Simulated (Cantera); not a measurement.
Thermodynamics of carbothermic reduction, feed Cu2O + CH4 + CO

Input: 1 mol Cu2O, 1.1 mol CH4, 0.11 mol CO, held at 2.80 bar.

These are equilibrium values from Cantera (NASA tables, ideal gas, pure condensed phases), not measurements of a reactor. Candidate condensed phases: C, C6H6, C7H8, C8H18, Cu, CuO, Cu(OH)2, Cu2O, H2O; 113 gas species. Rates play no part.

At 1348 K the condensed part is C(graphite) + Cu(s). From 1398 K to 1648 K the condensed part is C(graphite) + Cu(l). The main Cu-bearing gas is Cu throughout.

| T (K) | x H2 | x CO | x CH4 | x H2O | n C(graphite) | n Cu(s) | n Cu(l) |
|---|---|---|---|---|---|---|---|
| 1348 | 0.655 | 0.334 | 0.00700 | 0.00357 | 0.0918 | 2.00 | 0 |
| 1398 | 0.657 | 0.335 | 0.00528 | 0.00233 | 0.0921 | 0 | 2.00 |
| 1448 | 0.659 | 0.335 | 0.00406 | 0.00157 | 0.0929 | 0 | 2.00 |
| 1498 | 0.660 | 0.335 | 0.00317 | 0.00108 | 0.0938 | 0 | 2.00 |
| 1548 | 0.661 | 0.335 | 0.00251 | 0.000763 | 0.0946 | 0 | 2.00 |
| 1598 | 0.662 | 0.335 | 0.00202 | 0.000550 | 0.0953 | 0 | 2.00 |
| 1648 | 0.662 | 0.336 | 0.00165 | 0.000405 | 0.0959 | 0 | 2.00 |
x: gas mole fraction; n: condensed amount in mol.
